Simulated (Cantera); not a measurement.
Feed: 1 mol S, 0.0036 mol SO2, 0.087 mol H2, at 1075 K and 101000 Pa.

These are equilibrium values from Cantera (NASA tables, ideal gas, pure condensed phases), not measurements of a reactor. Candidate condensed phases: H2O, H2SO4, S; 19 gas species. Gases not in the tables: S3 to S7. Equilibrium is a limit: real reactors are often held back by kinetics, nucleation or transport.

Base state: S2 0.840, H2S 0.145, H2O 0.0110, H2 0.00246, S2O 0.00112, SO2 0.000505, SH 6.97e-5, S8 2.99e-5 (mole fractions); condensed: gas only.

What changes in the equilibrium state with this change: 0.0098 mol O2 added?


```
species    before    after
-------  --------  -------
S2          0.840    0.834
H2S         0.145    0.122
H2O        0.0110   0.0322
SO2      0.000505  0.00606
SO        3.92e-6  1.36e-5
```

What changes in the equilibrium state with this change: 0.28 mol H2S added?


```json
[
 {"species": "S2", "before": "0.840", "after": "0.559"},
 {"species": "H2S", "before": "0.145", "after": "0.424"},
 {"species": "H2", "before": "0.00246", "after": "0.00882"},
 {"species": "H2O", "before": "0.0110", "after": "0.00845"},
 {"species": "SO2", "before": "0.000505", "after": "1.90e-5"},
 {"species": "S2O", "before": "0.00112", "after": "0.000160"},
 {"species": "S8", "before": "2.99e-5", "after": "5.86e-6"}
]
```
